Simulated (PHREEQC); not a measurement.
Consider water at 15 °C with 0.026 mol MgCl2, 1.2e-06 mol H4SiO4, 0.073 mol NH4Cl and 9.1e-05 mol NaHCO3 per kg of water. Closed to the air; pH follows from the charge balance.

All values are PHREEQC results (ion-association model, phreeqc.dat), not measurements.

| Property | Result |
|---|---|
| pH | 6.42 |
| ionic strength | 0.151 mol/kgw |
| specific conductance | 10900 µS/cm |
| density | 1.002 g/cm³ |
| total alkalinity | 0.0910 meq/kg |

```
species  molality  activity   log γ
-------  --------  --------  ------
Cl-         0.125    0.0925  -0.131
NH4+       0.0730    0.0519  -0.148
Mg+2       0.0260   0.00968  -0.429
Na+       9.10e-5   6.97e-5  -0.116
HCO3-     4.93e-5   3.77e-5  -0.116
NH3       3.65e-5   3.78e-5   0.015
CO2       3.61e-5   3.74e-5   0.015
MgHCO3+   5.57e-6   4.13e-6  -0.129
H4SiO4    1.20e-6   1.24e-6   0.015
```

This is a speciation only: nothing precipitates in the calculation. Species that the database lacks are ignored.
